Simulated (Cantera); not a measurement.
Input (Python, Cantera) and output of one run.

```python
import numpy as np
import cantera as ct

gas_names = [...]  # 151 gases of nasa_gas.yaml made of C, H, N, O, Si
cond_names = """
    C(gr) C6H6(L) C7H8(L) C8H18(L),n-octa H2O(s) H2O(L) Si(cr) Si(L) SiC(b) SiO2(Lqz) SiO2(hqz) SiO2(L)
    Si2N2O(s) Si3N4(a)
""".split()


# ... load() reads the species with a 1 bar reference pressure and builds the phases ...
atoms = {
    'Si': {'Si': 1},
    'CO2': {'C': 1, 'O': 2},
    'N2': {'N': 2},
    'H2O': {'H': 2, 'O': 1},
}
top_T = {'C(gr)': 4500, 'SiC(b)': 3050, 'Si2N2O(s)': 2100, 'Si3N4(a)': 2400}  # K; cautious upper limits of use, not melting points


# ... equilibrate(T, P, feed) seeds the gas with the atoms and calls Mixture.equilibrate('TP', solver="vcs", rtol=1e-11, max_steps=5000) ...
results = []
feed = {'Si': 1, 'CO2': 0.043, 'N2': 600, 'H2O': 0.17}  # mol
P = 99000  # Pa
for T in [1623, 1698, 1773, 1848, 1923, 1998, 2073, 2148, 2223]:
    mix = equilibrate(T, P, feed)
    results.append((T, P, feed, dict(zip(mix.species_names, mix.species_moles))))

top = {s: max(r[3][s] / sum(r[3][g] for g in gas_names) for r in results) for s in gas_names}
cols = sorted((s for s in top if top[s] > 1e-06), key=lambda s: -top[s])[:5]
seen = [c for c in cond_names if any(r[3].get(c, 0) > 1e-12 for r in results)]
print("log10 of partial pressures in bar; condensed amounts in mol")
print(f"{'T/K':>10s}" + "".join(f"{s[:9]:>10s}" for s in cols + seen))
for T, P, feed, n in results:
    ng = sum(n[g] for g in gas_names)
    print(f"{T:10.4g}" + "".join(f"{np.log10(max(n[s] / ng * P / 1e5, 1e-99)):10.3f}" for s in cols)
          + "".join(f"{n.get(c, 0):10.4g}" for c in seen))
```

It prints:

```
log10 of partial pressures in bar; condensed amounts in mol
       T/K        N2        Si       SiO        H2         H     Si(L) Si2N2O(s)  Si3N4(a)
      1623    -0.005    -9.039    -5.982    -3.556    -5.938         0    0.2149    0.1899
      1698    -0.005    -8.062    -5.166    -3.555    -5.618         0    0.2102    0.1918
      1773    -0.005    -7.168    -4.420    -3.557    -5.324         0    0.1908    0.1985
      1848    -0.005    -6.349    -3.737    -3.559    -5.055         0    0.1026    0.2278
      1923    -0.005    -5.595    -3.453    -3.565    -4.808         0         0    0.2614
      1998    -0.005    -4.899    -3.451    -3.575    -4.582         0         0     0.258
      2073    -0.005    -4.254    -3.447    -3.591    -4.375         0         0    0.2437
      2148    -0.005    -3.658    -3.440    -3.616    -4.188    0.5546         0         0
      2223    -0.005    -3.337    -3.436    -3.647    -4.017    0.3368         0         0
```

Equilibrium computed with Cantera from the NASA thermochemical tables; the gas is ideal and each condensed phase is pure. Mutual solubility and eutectic melting of coexisting phases are not modelled. The tables' values for SiN are old estimates; treat these amounts as uncertain.
